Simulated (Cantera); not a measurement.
Input (Python, Cantera):

```python
import numpy as np
import cantera as ct

gas = ct.Solution("gri30.yaml")
gas.TPX = 698, 13332, {'CO': 1, 'H2': 0.16, 'CH4': 0.031, 'O2': 0.535, 'N2': 2.35, 'H2O': 0.083}
flame = ct.FreeFlame(gas, width=0.16)
flame.set_refine_criteria(ratio=3, slope=0.08, curve=0.16)
flame.transport_model = "mixture-averaged"
flame.solve(loglevel=0, auto=True)
z, T = flame.grid, flame.T
thick = (T[-1] - T[0]) / np.gradient(T, z).max()
show = ['CO', 'H2', 'CH4', 'H', 'HO2', 'OH']
print(f"laminar burning velocity  {flame.velocity[0] * 100:.3f} cm/s")
print(f"burnt temperature         {T[-1]:.1f} K")
print(f"thermal thickness         {thick * 1e3:.4f} mm")
print(f"grid points               {len(z)}")
z0 = z[flame.heat_release_rate.argmax()]
print(f"{'z/mm':>9s}{'T/K':>9s}{'u/(m/s)':>9s}" + "".join(f"{s:>11s}" for s in show))
rows = []
for k in (-3, -2, -1.5, -1, -0.5, -0.25, 0, 0.25, 0.5, 1, 2, 4, 8):
    zz = z0 + k * thick
    rows.append([k * thick, np.interp(zz, z, T), np.interp(zz, z, flame.velocity),
                 *(np.interp(zz, z, flame.X[gas.species_index(s)]) for s in show)])
    print(f"{rows[-1][0] * 1e3:9.3f}{rows[-1][1]:9.1f}{rows[-1][2]:9.3f}" + "".join(f"{x:11.3e}" for x in rows[-1][3:]))
```

Output:

```
laminar burning velocity  331.098 cm/s
burnt temperature         2353.6 K
thermal thickness         8.0094 mm
grid points               186
     z/mm      T/K  u/(m/s)         CO         H2        CH4          H        HO2         OH
  -24.028    698.0    3.311  2.404e-01  3.847e-02  7.454e-03  2.507e-13  2.644e-10  1.121e-14
  -16.019    698.0    3.311  2.404e-01  3.847e-02  7.454e-03  1.175e-11  5.087e-10  1.168e-13
  -12.014    698.0    3.311  2.404e-01  3.847e-02  7.454e-03  1.022e-09  8.849e-09  8.046e-12
   -8.009    698.0    3.311  2.404e-01  3.847e-02  7.454e-03  2.265e-07  7.274e-07  1.881e-09
   -4.005    701.5    3.327  2.403e-01  3.820e-02  7.442e-03  9.760e-05  3.149e-05  7.012e-06
   -2.002    756.1    3.582  2.381e-01  3.591e-02  7.232e-03  1.759e-03  2.869e-05  1.072e-04
    0.000   1062.9    5.029  2.202e-01  2.202e-02  2.035e-03  1.623e-02  1.353e-05  1.238e-03
    2.002   1317.7    6.165  1.682e-01  8.233e-03  1.853e-06  3.628e-02  4.282e-06  3.154e-03
    4.005   1451.4    6.695  1.310e-01  9.114e-03  3.621e-10  4.378e-02  2.432e-06  4.508e-03
    8.009   1581.3    7.197  1.130e-01  1.056e-02  4.260e-16  4.097e-02  1.628e-06  5.925e-03
   16.019   1707.7    7.700  1.135e-01  1.059e-02  6.901e-17  3.051e-02  1.314e-06  7.165e-03
   32.037   1844.9    8.233  1.125e-01  9.936e-03  1.864e-17  2.078e-02  1.015e-06  8.142e-03
   64.075   1983.6    8.757  1.080e-01  8.870e-03  7.754e-18  1.338e-02  7.438e-07  8.591e-03
```

Cantera simulation using GRI-Mech 3.0 (53 species, 325 reactions); the numbers are that mechanism's predictions, not measurements. Burning velocities carry a grid error of a few per cent, more on coarse grids.
